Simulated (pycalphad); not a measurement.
CALPHAD calculation (pycalphad, COST 507 light-alloy database (1999)), 1 atm. These are 1990s assessments: newer ones move some temperatures and phases. Amounts are mole fractions of atoms.

Task: Give the equilibrium state of Sn-8.54Si (wt.%) at 950 K.

Result: liquid, fraction 0.719, with 0.05 Si wt.%; diamond (Si), fraction 0.281, with >99.99 Si wt.%.

Task: Give the equilibrium state of Sn-8.54Si (wt.%) at 500 K.

Result: 
```
T = 500.00 K, P = 101325 Pa, N = 1 mol of atoms
G = -22492 J/mol, H = 5425 J/mol, S = 55.84 J/(mol K)  (SER reference)
chemical potentials (J/mol): Sn -27180, Si -10615
phase             fraction      x(Sn)      x(Si)
BCT_A5              0.7170     1.0000       none
DIAMOND_A4          0.2830   1.89e-07     1.0000
```

DIAMOND_A4 is diamond (Si); BCT_A5 is bct (Sn). An entry "none" or "no" means that the model of the phase leaves that element out.
